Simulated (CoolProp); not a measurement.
Oxygen at 132.89 K and 0.504 MPa is compressed adiabatically to 3.68 MPa with isentropic efficiency 0.6. Each further row changes one setting.

Values from CoolProp's reference Helmholtz-energy equation of state, Schmidt 1985.

| case | work (kJ/kg) | final temperature (K) | final density (kg/m³) |
|---|---|---|---|
| as stated | … | … | 48.7 |
| efficiency 1 | … | 238.6 | 63.1 |
| efficiency 0.65 | 135 | … | … |

Task: Complete the blanks.

Result: 
- as stated, work (kJ/kg): 146
- as stated, final temperature (K): 297.1
- efficiency 1, work (kJ/kg): 87.6
- efficiency 0.65, final temperature (K): 285.7
- efficiency 0.65, final density (kg/m³): 51.0
